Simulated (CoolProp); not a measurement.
Vapour-liquid equilibrium of cyclohexane (1) + toluene (2) at 0.0187 MPa; x and y are mole fractions of (1).

Computed with CoolProp (multi-fluid Helmholtz-energy mixture model, Zhou 2014 and Lemmon 2006; pair parameters Bell 2016).

| x | bubble temperature, mixture model (K) | bubble temperature, Raoult's law (K) | y, mixture model | y, Raoult's law |
|---|---|---|---|---|
| 0.05 | 330.1 | 331.2 | 0.165 | 0.130 |
| 0.15 | … | 327.2 | 0.393 | 0.338 |
| 0.25 | 320.9 | 323.7 | … | 0.495 |
| 0.35 | 317.8 | 320.6 | 0.646 | 0.617 |
| 0.45 | 315.3 | 317.8 | 0.724 | 0.713 |
| 0.55 | 313.2 | 315.3 | 0.786 | 0.790 |
| 0.65 | 311.4 | 313.0 | 0.839 | 0.853 |
| 0.75 | … | 311.0 | 0.887 | 0.905 |
| 0.85 | … | 309.0 | 0.932 | 0.948 |
| 0.95 | … | 307.3 | … | 0.984 |

### Question
Complete the blanks.

### Answer

- 0.15, bubble temperature, mixture model (K): 324.9
- 0.25, y, mixture model: 0.541
- 0.75, bubble temperature, mixture model (K): 309.9
- 0.85, bubble temperature, mixture model (K): 308.4
- 0.95, bubble temperature, mixture model (K): 307.1
- 0.95, y, mixture model: 0.977

The largest gap from Raoult's law is -2.8 K in bubble temperature, at x = 0.35. No azeotrope shows between x = 0.05 and 0.95.

Pair parameters are fitted to limited data, so mixtures are less certain than the pure fluids.
